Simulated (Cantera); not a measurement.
Gas mixture: 62.8 % H2O, 37.2 % CH3OH, at 1.00 bar, frozen composition.

Cantera's kinetic-theory transport with the Lennard-Jones parameters of GRI-Mech 3.0, ideal gas; thermal conductivity in the multicomponent form. Polar gases are described roughly by these parameters.

D: mixture-averaged diffusion coefficient of that species in the mixture.

| T (K) | ρ (kg/m³) | cp (J/kg/K) | μ (µPa s) | λ (mW/m/K) | Pr | D (cm²/s) H2 | D (cm²/s) H2O | D (cm²/s) C2H2 |
|---|---|---|---|---|---|---|---|---|
| 400 | 0.698 | 1749 | [?] | 34.5 | 0.693 | 1.29 | 0.276 | 0.259 |
| 500 | 0.559 | 1905 | [?] | 47.0 | 0.700 | 1.92 | 0.433 | 0.399 |
| 600 | 0.466 | 2060 | [?] | 60.6 | 0.707 | 2.64 | 0.622 | 0.563 |
| 700 | 0.399 | 2201 | [?] | 74.9 | 0.713 | 3.44 | 0.840 | 0.749 |
| 800 | 0.349 | 2325 | [?] | 89.6 | 0.718 | 4.33 | 1.09 | 0.955 |
| 900 | 0.310 | 2437 | [?] | 104 | 0.722 | 5.28 | 1.36 | 1.18 |
| 1000 | 0.279 | 2552 | [?] | 120 | 0.726 | 6.31 | 1.65 | 1.42 |

Some entries are withheld; supply them.


- 400, μ (µPa s): 13.7
- 500, μ (µPa s): 17.2
- 600, μ (µPa s): 20.8
- 700, μ (µPa s): 24.3
- 800, μ (µPa s): 27.7
- 900, μ (µPa s): 30.9
- 1000, μ (µPa s): 34.1
